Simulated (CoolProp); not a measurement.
Vapour-liquid equilibrium of propylene (1) + R22 (2) at 40.25 °C; x and y are mole fractions of (1).

Model: multi-fluid Helmholtz-energy mixture model, Lemmon 2013 and Kamei 1995; pair parameters Bell 2016, in CoolProp.

Question: Give the bubble pressure and the first vapour's composition at x = 0.05, 0.15, 0.75. Is there an azeotrope?

Answer: x = 0.05: 1572 kPa, y = 0.062; x = 0.15: 1621 kPa, y = 0.176; x = 0.75: 1717 kPa, y = 0.741. y crosses x between x = 0.55 and 0.65: the model has an azeotrope there.

The pair parameters rest on a limited set of measurements; away from them the model extrapolates.
